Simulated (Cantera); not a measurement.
A perfectly stirred reactor is fed with CH₃OH : O₂ : N₂ = 1 : 2.03 : 7.62 (molar parts), equivalence ratio 0.74, at 740000 Pa; it is adiabatic with a 400 K inlet, and is followed from long to short residence time, starting on the burning branch (τ in s: 0.46, 0.16, 0.057, 0.02, 0.0072, 0.0026, 0.00091, 0.00032, 0.00011, 4e-05, 1.4e-05, 5.1e-06).

Model: GRI-Mech 3.0 (53 species, 325 reactions), integrated in Cantera. GRI-Mech 3.0 was tuned for natural gas; its chemistry of methanol as a main component is partial and can be far from experiment.

x: mole fraction; the columns are a selection and need not sum to one.

```json
[
 {"τ (s)": "0.46", "T (K)": "2018", "x CH₃OH": "1.24e-7", "x O₂": "0.0467", "x CO": "0.000249", "x HCO": "1.13e-9", "x O": "6.28e-5", "x HCN": "2.13e-9"},
 {"τ (s)": "0.16", "T (K)": "2020", "x CH₃OH": "…", "x O₂": "0.0471", "x CO": "…", "x HCO": "…", "x O": "6.60e-5", "x HCN": "2.59e-9"},
 {"τ (s)": "0.057", "T (K)": "2019", "x CH₃OH": "9.31e-7", "x O₂": "0.0473", "x CO": "0.000341", "x HCO": "9.08e-9", "x O": "7.24e-5", "x HCN": "2.80e-9"},
 {"τ (s)": "0.020", "T (K)": "2018", "x CH₃OH": "2.40e-6", "x O₂": "0.0474", "x CO": "0.000507", "x HCO": "2.60e-8", "x O": "8.84e-5", "x HCN": "2.96e-9"},
 {"τ (s)": "0.0072", "T (K)": "2013", "x CH₃OH": "5.62e-6", "x O₂": "0.0475", "x CO": "0.000871", "x HCO": "7.25e-8", "x O": "0.000125", "x HCN": "3.22e-9"},
 {"τ (s)": "0.0026", "T (K)": "2005", "x CH₃OH": "1.22e-5", "x O₂": "0.0479", "x CO": "0.00162", "x HCO": "2.02e-7", "x O": "0.000199", "x HCN": "3.73e-9"},
 {"τ (s)": "0.00091", "T (K)": "1988", "x CH₃OH": "2.60e-5", "x O₂": "0.0486", "x CO": "0.00312", "x HCO": "5.82e-7", "x O": "0.000342", "x HCN": "4.75e-9"},
 {"τ (s)": "0.00032", "T (K)": "1959", "x CH₃OH": "…", "x O₂": "0.0500", "x CO": "…", "x HCO": "…", "x O": "…", "x HCN": "…"},
 {"τ (s)": "0.00011", "T (K)": "1904", "x CH₃OH": "0.000126", "x O₂": "0.0532", "x CO": "0.0117", "x HCO": "4.94e-6", "x O": "0.000919", "x HCN": "1.52e-8"},
 {"τ (s)": "4.0e-5", "T (K)": "1777", "x CH₃OH": "0.000435", "x O₂": "0.0624", "x CO": "0.0270", "x HCO": "1.47e-5", "x O": "0.000880", "x HCN": "2.79e-8"},
 {"τ (s)": "1.4e-5", "T (K)": "400", "x CH₃OH": "0.0939", "x O₂": "0.191", "x CO": "<1e-12", "x HCO": "<1e-12", "x O": "<1e-12", "x HCN": "<1e-12"},
 {"τ (s)": "5.1e-6", "T (K)": "400", "x CH₃OH": "0.0939", "x O₂": "0.191", "x CO": "<1e-12", "x HCO": "<1e-12", "x O": "<1e-12", "x HCN": "<1e-12"}
]
```

Task: Complete the blanks.

Result: 
- 0.16, x CH₃OH: 3.47e-7
- 0.16, x CO: 0.000276
- 0.16, x HCO: 3.24e-9
- 0.00032, x CH₃OH: 5.49e-5
- 0.00032, x CO: 0.00598
- 0.00032, x HCO: 1.67e-6
- 0.00032, x O: 0.000584
- 0.00032, x HCN: 7.25e-9
